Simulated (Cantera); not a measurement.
Thermodynamics of silicon etching in halogen gases, feed Si + HBr + N2

Charge: 1 mol Si, 24 mol HBr, 3.6 mol N2, held at 1498 K.

Method: chemical equilibrium by Gibbs-energy minimisation in Cantera with the NASA 1993 tables (ideal gas, pure condensed phases). Candidate condensed phases: Br2, Si, Si3N4; 28 gas species. The tables' values for SiBr3, SiBr are old estimates; treat these amounts as uncertain. Rates play no part.

| P (Pa) | x HBr | x Br | x H2 | x N2 | x SiBr4 | x SiBr2 |
|---|---|---|---|---|---|---|
| 1 | 0.296 | 0.358 | 0.207 | 0.107 | 7.05e-7 | 0.0295 |
| 10 | 0.485 | 0.223 | 0.143 | 0.116 | 2.96e-5 | 0.0319 |
| 100 | 0.635 | 0.115 | 0.0929 | 0.123 | 0.000792 | 0.0322 |
| 1000 | 0.717 | 0.0470 | 0.0706 | 0.129 | 0.00945 | 0.0229 |
| 10000 | 0.741 | 0.0150 | 0.0736 | 0.133 | 0.0273 | 0.00647 |
| 100000 | 0.747 | 0.00472 | 0.0758 | 0.135 | 0.0351 | 0.000843 |
x: gas mole fraction; nothing condenses.

From 1.00 Pa to 1.00 bar nothing is condensed. The main Si-bearing gas is SiBr2 at 1.00 Pa and SiBr4 at 1.00 bar.
